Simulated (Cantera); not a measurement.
A closed system holds: 1 mol SiH2Cl2, 0.11 mol O2, 5.9 mol N2, equilibrated at 477 °C and 32.0 mbar.

Equilibrium computed with Cantera from the NASA thermochemical tables; the gas is ideal and each condensed phase is pure. Candidate condensed phases: H2O, NH4Cl, Si, SiO2, Si2N2O, Si3N4; 47 gas species. N2 is the only nitrogen source here; it is nearly inert below about 1500 K, so the nitride shown seldom forms there in practice. Kinetics and transport are ignored.

Base state: N2 0.758, HCl 0.138, H2 0.0695, SiCl4 0.0347 (mole fractions); condensed: Si2N2O(s) + Si3N4(s).

**Question.** What changes in the equilibrium state with this change: O2 from 0.11 to 0.41 mol?

**Answer.** 
| species | before | after |
|---|---|---|
| N2 | 0.758 | 0.736 |
| HCl | 0.138 | 0.257 |
| H2 | 0.0695 | 0.00497 |
| SiCl4 | 0.0347 | 0.00248 |
| Si2N2O(s), mol | 0.220 | 0.381 |
| Si3N4(s), mol | 0.103 | 0 |
| SiO2(α-quartz), mol | 0 | 0.220 |

**Question.** What changes in the equilibrium state with this change: SiH2Cl2 replaced by SiCl4?

**Answer.** 
```
species              before   after
-------------------  ------  ------
N2                    0.758   0.842
SiCl4                0.0347   0.127
Cl2                   <1e-9  0.0314
HCl                   0.138       0
H2                   0.0695       0
Si2N2O(s), mol        0.220       0
Si3N4(s), mol         0.103       0
SiO2(α-quartz), mol       0   0.110
```
